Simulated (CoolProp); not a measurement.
Values from CoolProp's reference Helmholtz-energy equation of state, Lemmon 2013.

**Question.** For propylene, give the phase and the Z, cv (kJ/(kg K)), Joule-Thomson coefficient (K/MPa), isothermal compressibility (1/MPa) at 331.7 K and 16.5 MPa.

**Answer.** 
- 331.7 K and 16.5 MPa: liquid; Z 0.503, cv 1.65, Joule-Thomson coefficient -0.0742, isothermal compressibility 0.00537
